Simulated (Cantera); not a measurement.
## Thermodynamics of nitride etching, feed AlN + HCl + H₂

Input: 1 mol AlN, 16 mol HCl, 0.97 mol H₂, equilibrated at 233 Torr.

Method: chemical equilibrium by Gibbs-energy minimisation in Cantera with the NASA 1993 tables (ideal gas, pure condensed phases). Candidate condensed phases: Al, AlCl₃, AlN, NH₄Cl; 20 gas species. The tables' values for AlCl₂ are old estimates; treat these amounts as uncertain. The numbers say what is thermodynamically allowed, not how fast it happens.

```csv
T (°C),x HCl,x H₂,x AlCl₃,x N₂,x AlCl₂,x Cl,x H,x AlCl
1225,0.766,0.145,0.0588,0.0295,0.000111,5.00e-5,1.18e-5,1.64e-6
1275,0.766,0.145,0.0587,0.0295,0.000187,8.87e-5,2.11e-5,3.90e-6
1325,0.766,0.145,0.0586,0.0295,0.000305,0.000152,3.65e-5,8.77e-6
1375,0.766,0.145,0.0584,0.0295,0.000482,0.000252,6.10e-5,1.87e-5
1425,0.766,0.145,0.0581,0.0294,0.000740,0.000406,9.90e-5,3.82e-5
1475,0.766,0.145,0.0577,0.0294,0.00110,0.000637,0.000156,7.43e-5
1525,0.766,0.145,0.0571,0.0294,0.00160,0.000975,0.000241,0.000139
1575,0.766,0.144,0.0563,0.0294,0.00227,0.00146,0.000362,0.000249
1625,0.765,0.144,0.0552,0.0294,0.00313,0.00214,0.000533,0.000431
```
x: gas mole fraction; nothing condenses.

From 1225 °C to 1625 °C nothing is condensed. The main Al-bearing gas is AlCl₃ throughout.
